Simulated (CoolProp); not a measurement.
Saturation properties of fluorine.

Model: reference Helmholtz-energy equation of state, de Reuck 1990, in CoolProp.

```json
[
 {"T (K)": "114", "p (MPa)": "1.149", "vapour Z": "0.8246", "surface tension (mN/m)": "5.97"},
 {"T (K)": "116.8", "p (MPa)": "1.360", "vapour Z": "0.8032", "surface tension (mN/m)": "5.30"},
 {"T (K)": "119.7", "p (MPa)": "1.607", "vapour Z": "0.7790", "surface tension (mN/m)": "4.63"},
 {"T (K)": "122.6", "p (MPa)": "1.884", "vapour Z": "0.7525", "surface tension (mN/m)": "3.98"},
 {"T (K)": "125.4", "p (MPa)": "2.184", "vapour Z": "0.7245", "surface tension (mN/m)": "3.37"},
 {"T (K)": "128.3", "p (MPa)": "2.528", "vapour Z": "0.6924", "surface tension (mN/m)": "2.75"},
 {"T (K)": "131.1", "p (MPa)": "2.897", "vapour Z": "0.6580", "surface tension (mN/m)": "2.18"},
 {"T (K)": "134", "p (MPa)": "3.318", "vapour Z": "0.6178", "surface tension (mN/m)": "1.62"},
 {"T (K)": "136.8", "p (MPa)": "3.767", "vapour Z": "0.5727", "surface tension (mN/m)": "1.10"},
 {"T (K)": "139.7", "p (MPa)": "4.280", "vapour Z": "0.5155", "surface tension (mN/m)": "0.616"}
]
```

It boils at 85.0 K under 1 atm.

Surface tension comes from a separate correlation (Mulero 2012).
